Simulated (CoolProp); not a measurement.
Aqueous potassium acetate as a coolant, 17 % by mass, freezing at -8.9 °C, 1 atm.

The numbers come from the Melinder's fits for secondary coolants in CoolProp.

| T (°C) | Prandtl number | density (kg/m³) | cp (kJ/(kg K)) | conductivity (W/(m K)) |
|---|---|---|---|---|
| -4.2 | 22.1 | 1092 | 3.568 | … |
| 0.8 | 18.3 | 1091 | 3.575 | 0.513 |
| 5.8 | 15.4 | 1090 | 3.582 | 0.521 |
| 10.8 | … | … | 3.589 | 0.528 |
| 15.9 | 11.4 | 1087 | 3.596 | 0.535 |
| 20.9 | 9.96 | 1085 | 3.603 | 0.543 |
| 25.9 | … | … | 3.610 | 0.550 |
| 30.9 | 7.84 | 1081 | … | 0.557 |
| 35.9 | 7.02 | … | 3.622 | 0.564 |

Task: Complete the blanks.

Result: 
- -4.2, conductivity (W/(m K)): 0.506
- 10.8, Prandtl number: 13.2
- 10.8, density (kg/m³): 1088
- 25.9, Prandtl number: 8.80
- 25.9, density (kg/m³): 1083
- 30.9, cp (kJ/(kg K)): 3.616
- 35.9, density (kg/m³): 1079
